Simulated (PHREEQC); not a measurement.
A column of 0.5 m (30 cells, dispersivity 0.04 m, 60 s a shift, diffusion coefficient 3e-10 m²/s) holds 0.0038 eq of the database's cation exchanger X per kg of pore water, first in equilibrium with 0.001 mol/kgw BaCl2 and 1e-05 mol/kgw HCl. It is flushed with 2.5 mmol/kgw ZnCl2 and 0.01 mmol/kgw HCl, at 40 °C. Values are for the last cell. CO2 from the air is kept out. Nothing may precipitate in this run.

The series has 31 steps of pore volumes, from 0 to 4.017.

All values are PHREEQC results (ion-association model, phreeqc.dat), not measurements.

Problem. After how many pore volumes does Zn at the outlet first reach half of its feed value?

Solution. By 1.6 pore volumes.

Away from 25 °C the constants follow the database's enthalpies or fits; those with neither stay at their 25 °C values.
